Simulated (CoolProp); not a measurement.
Vapour-liquid equilibrium of methanol (1) + water (2) at 372.4 K; x and y are mole fractions of (1).

Computed with CoolProp (multi-fluid Helmholtz-energy mixture model, de Reuck 1993 and Wagner 2002; pair parameters Bell 2016).

```json
[
 {"x": "0.05", "bubble pressure, mixture model (bar)": "1.186", "bubble pressure, Raoult's law (bar)": "1.111", "y, mixture model": "0.199", "y, Raoult's law": "0.156"},
 {"x": "0.15", "bubble pressure, mixture model (bar)": "1.528", "bubble pressure, Raoult's law (bar)": "1.357", "y, mixture model": "0.432", "y, Raoult's law": "0.382"},
 {"x": "0.25", "bubble pressure, mixture model (bar)": "1.824", "bubble pressure, Raoult's law (bar)": "1.604", "y, mixture model": "0.570", "y, Raoult's law": "0.538"},
 {"x": "0.35", "bubble pressure, mixture model (bar)": "2.085", "bubble pressure, Raoult's law (bar)": "1.851", "y, mixture model": "0.663", "y, Raoult's law": "0.653"},
 {"x": "0.45", "bubble pressure, mixture model (bar)": "2.320", "bubble pressure, Raoult's law (bar)": "2.098", "y, mixture model": "[?]", "y, Raoult's law": "0.741"},
 {"x": "0.55", "bubble pressure, mixture model (bar)": "2.538", "bubble pressure, Raoult's law (bar)": "2.344", "y, mixture model": "0.791", "y, Raoult's law": "0.810"},
 {"x": "0.65", "bubble pressure, mixture model (bar)": "2.745", "bubble pressure, Raoult's law (bar)": "2.591", "y, mixture model": "0.841", "y, Raoult's law": "0.867"},
 {"x": "0.75", "bubble pressure, mixture model (bar)": "2.947", "bubble pressure, Raoult's law (bar)": "2.838", "y, mixture model": "[?]", "y, Raoult's law": "0.913"},
 {"x": "0.85", "bubble pressure, mixture model (bar)": "3.148", "bubble pressure, Raoult's law (bar)": "3.085", "y, mixture model": "0.932", "y, Raoult's law": "0.952"},
 {"x": "0.95", "bubble pressure, mixture model (bar)": "[?]", "bubble pressure, Raoult's law (bar)": "3.331", "y, mixture model": "[?]", "y, Raoult's law": "0.985"}
]
```

Task: What belongs in the gaps?

Result: 
- 0.45, y, mixture model: 0.733
- 0.75, y, mixture model: 0.887
- 0.95, bubble pressure, mixture model (bar): 3.352
- 0.95, y, mixture model: 0.977

The largest gap from Raoult's law is +13.7 % in bubble pressure, at x = 0.25. No azeotrope shows between x = 0.05 and 0.95.

Pair parameters are fitted to limited data, so mixtures are less certain than the pure fluids.
